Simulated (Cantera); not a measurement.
## Ignition delay

Mixture: 12.0 % CO, 0.767 % H2, 0.599 % CH4, 17.6 % O2, 66.3 % N2, 2.76 % H2O, at 500000 Pa, adiabatic and at constant pressure. Ignition delay is the time to a rise of 400 K.

Detailed kinetics in Cantera: GRI-Mech 3.0 (53 species, 325 reactions). Where the delays flatten at high temperature, the 400 K rule measures the pace of heat release, not the induction time.

| T0 (K) | delay (ms) |
|---|---|
| 1200 | 0.207 |
| 1300 | 0.0682 |
| 1400 | 0.0351 |
| 1500 | 0.0234 |
| 1600 | 0.0178 |
| 1700 | 0.0148 |
| 1800 | 0.0130 |
| 1900 | 0.0120 |
| 2000 | 0.0115 |
